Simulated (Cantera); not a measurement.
# CH₂F₂ + F₂ + HF (fluorocarbon and chlorocarbon gases)

Input: 1 mol CH₂F₂, 0.16 mol F₂, 0.065 mol HF, held at 1.65 Torr.

Cantera equilibrium calculation (NASA polynomials, part measured and part estimated; ideal gas, pure solids and liquids). Candidate condensed phases: C, C₆H₆, C₇H₈, C₈H₁₈; 95 gas species. Gases not in the tables: C₂F₆ and larger saturated fluorocarbons. Kinetics and transport are ignored.

From 1150 K to 1700 K the condensed part is C(graphite). The main C-bearing gas is CF₄ throughout.

```csv
T (K),log p HF,log p CF₄,log p CF₂,log p F,n C(graphite)
1150,-2.67,-4.09,-9.39,-10.08,0.920
1200,-2.67,-4.09,-8.85,-9.48,0.920
1250,-2.67,-4.09,-8.36,-8.93,0.920
1300,-2.67,-4.09,-7.91,-8.42,0.920
1350,-2.67,-4.09,-7.50,-7.95,0.920
1400,-2.67,-4.09,-7.11,-7.51,0.920
1450,-2.67,-4.09,-6.75,-7.11,0.920
1500,-2.67,-4.09,-6.41,-6.73,0.920
1550,-2.67,-4.09,-6.10,-6.37,0.920
1600,-2.67,-4.09,-5.81,-6.04,0.919
1650,-2.67,-4.10,-5.54,-5.73,0.919
1700,-2.68,-4.11,-5.28,-5.43,0.918
```
log p: log10 of the partial pressure in bar; n: condensed amount in mol.
